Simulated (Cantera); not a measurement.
Feed: 1 mol Al, 1.8 mol N₂O, 17 mol N₂, at 775 °C and 133 Pa.

Method: chemical equilibrium by Gibbs-energy minimisation in Cantera with the NASA 1993 tables (ideal gas, pure condensed phases). Candidate condensed phases: Al, AlN, Al₂O₃; 16 gas species. Kinetics and transport are ignored.

Base state: N₂ 0.992, O₂ 0.00791, NO 1.13e-5 (mole fractions); condensed: Al₂O₃(s).

**Question.** What changes in the equilibrium state with this change: N₂O from 1.8 to 2.1 mol?

**Answer.** 
| species | before | after |
|---|---|---|
| N₂ | 0.992 | 0.985 |
| O₂ | 0.00791 | 0.0155 |
| NO | 1.13e-5 | 1.57e-5 |
| Al₂O₃(s), mol | 0.500 | 0.500 |
